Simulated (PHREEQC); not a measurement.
Solution (20 °C): 0.12 mol/kgw HF and 0.014 mol/kgw (CH3)4NF. It is in equilibrium with CO2 at log p = -3.4 (atm). Otherwise closed; pH follows from the charge balance.

All values are PHREEQC results (ion-association model, phreeqc.dat), not measurements.

| quantity | before | after |
|---|---|---|
| pH | 2.22 | 3.07 |
| ionic strength (mol/kgw) | 0.0208 | 0.135 |
| HF (mol/kgw) | 0.107 | 0.0865 |
| F- (mol/kgw) | 0.0149 | 0.103 |
| HF2- (mol/kgw) | 0.00590 | 0.0325 |
| HCO3- (mol/kgw) | 1.22e-9 | 9.73e-9 |

Question: Which change was made?
(A) 0.0028 mol/kgw NH4Br added
(B) temperature from 20 to 70 °C
(C) temperature from 20 to 40 °C
(D) HF replaced by KHF2 at the same molality
(E) temperature from 20 to 85 °C

Answer: D, HF replaced by KHF2 at the same molality

Precipitation was switched off in this run. (CH3)4N+ isn't in the database: it is added as a free cation with an ion size of 4 Å.
